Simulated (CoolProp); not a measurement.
CF4 (R14) at 375.82 K and 0.776 MPa flows at 0.14 m/s in a round tube of 6 mm bore and 0.25 µm roughness, fully developed (64/Re and Nu = 3.66 if laminar; Colebrook and Gnielinski if turbulent). Each further row changes one setting.

The numbers come from the reference Helmholtz-energy equation of state, Platzer 1990 in CoolProp. This equation is an older, rougher fit.

```csv
case,Reynolds number,Darcy friction factor,pressure drop (Pa/m),heat-transfer coefficient (W/(m² K)),mass flow (kg/h)
as stated,876,0.0731,2.64,13.7,0.315
velocity 0.28 m/s,1750,0.0365,5.27,13.7,0.629
diameter 12 mm,1750,0.0365,0.659,6.87,1.26
```

Viscosity comes from a separate model (Huber 2003), an estimate that may be off by 10 % or more. Thermal conductivity comes from a separate model (Huber 2003), an estimate that may be off by 10 % or more.
